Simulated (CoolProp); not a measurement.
The fluid at 404.6 K and 19.2 MPa flows at 0.61 m/s in a round tube of 4.6 mm bore and 45 µm roughness, fully developed (64/Re and Nu = 3.66 if laminar; Colebrook and Gnielinski if turbulent). The same conditions are run with several fluids, on thermodynamics alone (safety and materials aside).

The numbers come from the reference Helmholtz-energy equation of state of each fluid (CH2F2 (R32): Tillner-Roth 1997; C3F8 (R218): Lemmon 2006; CF4 (R14): Platzer 1990; propane: Lemmon 2009; R152A: Outcalt 1996) in CoolProp. The equations of Platzer and Polt are older, rougher fits.

| fluid | Reynolds number | Darcy friction factor | pressure drop (Pa/m) | heat-transfer coefficient (W/(m² K)) | mass flow (kg/h) |
|---|---|---|---|---|---|
| CH2F2 (R32) | 32500 | 0.0394 | 1010 | ? | 23.1 |
| C3F8 (R218) | 28700 | 0.0396 | ? | 2010 | 41.2 |
| CF4 (R14) | 40200 | 0.0391 | ? | 1420 | 18.7 |
| propane | 19200 | ? | 659 | 2190 | 14.7 |
| R152A | 23800 | 0.0400 | 1160 | 2670 | 26.2 |

What belongs in the gaps?


- CH2F2 (R32), heat-transfer coefficient (W/(m² K)): 3270
- C3F8 (R218), pressure drop (Pa/m): 1810
- CF4 (R14), pressure drop (Pa/m): 810
- propane, Darcy friction factor: 0.0406

Transport values come from each fluid's own correlations; those of CH2F2 (R32), C3F8 (R218), CF4 (R14), R152A are estimates that may be off by 10 % or more.
